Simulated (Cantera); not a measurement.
What does this Cantera script print?

```python
import numpy as np
import cantera as ct

gas_names = """
    H HNO HNO2 HNO3 HO2 H2 H2O H2O2 N NH NH2 NH3 NH2OH NO NO2 NO3 N2 N2H2 N2H4 N2O O OH O2 O3 Si SiH
    SiH2 SiH3 SiH4 SiN SiO SiO2 Si2 Si2N Si3
""".split()
cond_names = """
    H2O(s) H2O(L) Si(cr) Si(L) SiO2(Lqz) SiO2(hqz) SiO2(L) Si2N2O(s) Si3N4(a)
""".split()


# ... load() reads the species with a 1 bar reference pressure and builds the phases ...
atoms = {
    'Si2H6': {'Si': 2, 'H': 6},
    'O2': {'O': 2},
    'H2': {'H': 2},
    'N2O': {'N': 2, 'O': 1},
}
top_T = {'Si2N2O(s)': 2100, 'Si3N4(a)': 2400}  # K; cautious upper limits of use, not melting points


# ... equilibrate(T, P, feed) seeds the gas with the atoms and calls Mixture.equilibrate('TP', solver="vcs", rtol=1e-11, max_steps=5000) ...
results = []
feed = {'Si2H6': 1, 'O2': 14, 'H2': 0.39, 'N2O': 0.51}  # mol
P = 4300  # Pa
for T in [525, 600, 675, 750, 825, 900, 975, 1050, 1125, 1200, 1275, 1350, 1425, 1500]:
    mix = equilibrate(T, P, feed)
    results.append((T, P, feed, dict(zip(mix.species_names, mix.species_moles))))

top = {s: max(r[3][s] / sum(r[3][g] for g in gas_names) for r in results) for s in gas_names}
cols = sorted((s for s in top if top[s] > 0.0001), key=lambda s: -top[s])[:7]
seen = [c for c in cond_names if any(r[3].get(c, 0) > 1e-12 for r in results)]
print("log10 of partial pressures in bar; condensed amounts in mol")
print(f"{'T/K':>10s}" + "".join(f"{s[:9]:>10s}" for s in cols + seen))
for T, P, feed, n in results:
    ng = sum(n[g] for g in gas_names)
    print(f"{T:10.4g}" + "".join(f"{np.log10(max(n[s] / ng * P / 1e5, 1e-99)):10.3f}" for s in cols)
          + "".join(f"{n.get(c, 0):10.4g}" for c in seen))
```

Result:

```
log10 of partial pressures in bar; condensed amounts in mol
       T/K        O2       H2O        N2        NO        OH SiO2(Lqz) SiO2(hqz)
       525    -1.503    -1.997    -2.819   -10.593   -15.296         2         0
       600    -1.503    -1.997    -2.819    -9.457   -13.287         2         0
       675    -1.503    -1.997    -2.819    -8.573   -11.723         2         0
       750    -1.503    -1.997    -2.819    -7.866   -10.469         2         0
       825    -1.503    -1.997    -2.819    -7.288    -9.443         2         0
       900    -1.503    -1.997    -2.819    -6.806    -8.587         0         2
       975    -1.503    -1.997    -2.819    -6.398    -7.862         0         2
      1050    -1.503    -1.997    -2.819    -6.048    -7.240         0         2
      1125    -1.503    -1.997    -2.819    -5.745    -6.701         0         2
      1200    -1.503    -1.997    -2.820    -5.479    -6.228         0         2
      1275    -1.503    -1.997    -2.820    -5.245    -5.812         0         2
      1350    -1.503    -1.997    -2.820    -5.037    -5.441         0         2
      1425    -1.503    -1.997    -2.821    -4.852    -5.110         0         2
      1500    -1.503    -1.997    -2.822    -4.684    -4.811         0         2
```

These are equilibrium values from Cantera (NASA tables, ideal gas, pure condensed phases), not measurements of a reactor. The feed counts by its element totals alone. The tables hold silica as quartz up to 1696 K and as liquid above; real silica turns to tridymite and cristobalite and melts near 1996 K. Gases not in the tables: Si(OH)4.
